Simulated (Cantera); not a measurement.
A perfectly stirred reactor is fed with 0.324 % CO, 0.717 % O2, 0.746 % H2O, 98.2 % N2, equivalence ratio 0.23, at 6.50 bar; it is held at 1300 K, and followed from long to short residence time.

Cantera simulation using GRI-Mech 3.0 (53 species, 325 reactions); the numbers are that mechanism's predictions, not measurements.

Problem. Predict: x(CO) at τ = 0.950 s; x(O2) at τ = 0.950 s; x(H2O) at τ = 0.950 s; x(NO) at τ = 0.950 s; x(HO2) at τ = 0.950 s; x(CO) at τ = 86.0 ms; x(O2) at τ = 86.0 ms; x(H2O) at τ = 86.0 ms; x(NO) at τ = 86.0 ms; x(HO2) at τ = 86.0 ms.

Solution. 
```json
{
  "x(CO) at τ = 0.950 s": "3.92e-5",
  "x(O2) at τ = 0.950 s": "0.00558",
  "x(H2O) at τ = 0.950 s": "0.00747",
  "x(NO) at τ = 0.950 s": "1.04e-7",
  "x(HO2) at τ = 0.950 s": "2.29e-7",
  "x(CO) at τ = 86.0 ms": "0.000231",
  "x(O2) at τ = 86.0 ms": "0.00567",
  "x(H2O) at τ = 86.0 ms": "0.00747",
  "x(NO) at τ = 86.0 ms": "1.06e-7",
  "x(HO2) at τ = 86.0 ms": "1.11e-6"
}
```
